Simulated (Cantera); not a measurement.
# Calcination and drying: MgCO3 + CO2

Feed: 1 mol MgCO3, 5.4 mol CO2, equilibrated at 1.00 bar.

Equilibrium computed with Cantera from the NASA thermochemical tables; the gas is ideal and each condensed phase is pure. Candidate condensed phases: C, Mg, MgCO3, MgO; 15 gas species. Kinetics and transport are ignored.

```
T (K)  x CO2      x CO      x O2  n MgCO3(s)  n MgO(s)
-----  -----  --------  --------  ----------  --------
650     1.00    <1e-12    <1e-12        1.00         0
700     1.00  1.19e-11  5.49e-12           0      1.00
750     1.00  1.01e-10  5.05e-11           0      1.00
800     1.00  6.71e-10  3.35e-10           0      1.00
850     1.00   3.56e-9   1.78e-9           0      1.00
900     1.00   1.57e-8   7.85e-9           0      1.00
950     1.00   5.91e-8   2.96e-8           0      1.00
1000    1.00   1.95e-7   9.75e-8           0      1.00
```
x: gas mole fraction; n: condensed amount in mol.

At 650 K the condensed part is MgCO3(s). From 700 K to 1000 K the condensed part is MgO(s).
